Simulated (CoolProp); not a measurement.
Vapour-liquid equilibrium of carbon dioxide (1) + R22 (2) at -27.75 °C; x and y are mole fractions of (1).

Values from CoolProp's multi-fluid Helmholtz-energy mixture model, Span 1996 and Kamei 1995; pair parameters Bell 2016.

```
x     bubble pressure (kPa)  y at the bubble point  dew pressure at overall composition x (kPa)  liquid density (mol/L)
----  ---------------------  ---------------------  -------------------------------------------  ----------------------
0.05                  229.3                  0.243                                        188.4                   16.16
0.2                   397.4                  0.620                                        218.6                   17.16
0.35                  588.8                  0.785                                        260.4                   18.24
0.5                   794.7                  0.873                                        322.1                   19.42
0.65                   1009                  0.927                                        422.6                   20.71
0.8                    1229                  0.964                                        616.4                   22.13
0.95                   1459                  0.992                                         1138                   23.68
```

No azeotrope shows between x = 0.05 and 0.95.

The pair parameters rest on a limited set of measurements; away from them the model extrapolates.
